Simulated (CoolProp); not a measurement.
R115 at 293.15 K and 0.507 MPa is compressed adiabatically to 2.37 MPa with isentropic efficiency 0.6. Each further row changes one setting.

Model: reference Helmholtz-energy equation of state, Lemmon 2016, in CoolProp.

```tsv
case	work (kJ/kg)	final temperature (K)	final density (kg/m³)
as stated	34.3	359.2	177
efficiency 1	20.6	347.1	204
efficiency 0.65	31.6	356.8	181
```
